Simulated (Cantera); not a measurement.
Feed: 1 mol SiHCl₃, 0.12 mol C₃H₈, 90 mol H₂, held at 1027 °C and 45.0 Torr.

These are equilibrium values from Cantera (NASA tables, ideal gas, pure condensed phases), not measurements of a reactor. Candidate condensed phases: C, C₆H₆, C₇H₈, C₈H₁₈, Si, SiC; 109 gas species. Mutual solubility and eutectic melting of coexisting phases are not modelled. The tables' values for SiCl₃ are old estimates; treat these amounts as uncertain. The numbers say what is thermodynamically allowed, not how fast it happens.

Base state: H₂ 0.970, HCl 0.0272, SiCl₂ 0.00204, SiCl₃ 0.000153, SiHCl₃ 0.000111, SiCl₄ 6.84e-5, SiH₂Cl₂ 2.54e-5 (mole fractions); condensed: Si(s) + SiC(s).

What changes in the equilibrium state with this change: SiHCl₃ replaced by CH₃SiH₃?


```csv
species,before,after
H₂,0.970,1.000
CH₄,1.31e-6,0.000471
HCl,0.0272,0
SiCl₂,0.00204,0
SiCl₃,0.000153,0
SiHCl₃,0.000111,0
SiCl₄,6.84e-5,0
SiH₂Cl₂,2.54e-5,0
"Si(s), mol",0.418,0
"SiC(s), mol",0.360,1.00
"C(graphite), mol",0,0.316
```
The feed counts by its element totals alone.
